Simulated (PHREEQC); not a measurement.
Dissolve 34 mmol/kgw HF, 3.7 mmol/kgw H2SiF6, 1.7 mmol/kgw H3BO3 and 18 mmol/kgw HCl at 75 °C. Closed to the air; pH follows from the charge balance.

Computed with PHREEQC (ion-association model, phreeqc.dat).

```tsv
quantity	before	after
pH	1.63	1.73
ionic strength (mol/kgw)	0.0305	0.0222
HF (mol/kgw)	0.0285	0.0274
F- (mol/kgw)	0.000373	0.000432
H4SiO4 (mol/kgw)	0.000226	4.21e-5
SI of Quartz (SiO2)	-0.29	-1.02
```

Q: Which change was made?
A) H2SiF6 from 0.0037 to 0.00555 mol/kgw
B) H3BO3 left out
C) H2SiF6 replaced by Na2SiF6 at the same molality
D) H2SiF6 from 0.0037 to 0.00074 mol/kgw
E) H3BO3 from 0.0017 to 0.00187 mol/kgw

A: D, H2SiF6 from 0.0037 to 0.00074 mol/kgw

No solid was allowed to form. At this temperature some constants are extrapolated from 25 °C, and those without enthalpy data are left unchanged. SiF6-2 is the database's only silicon fluoride. Real BF4- forms and hydrolyses slowly; the run takes it at equilibrium.
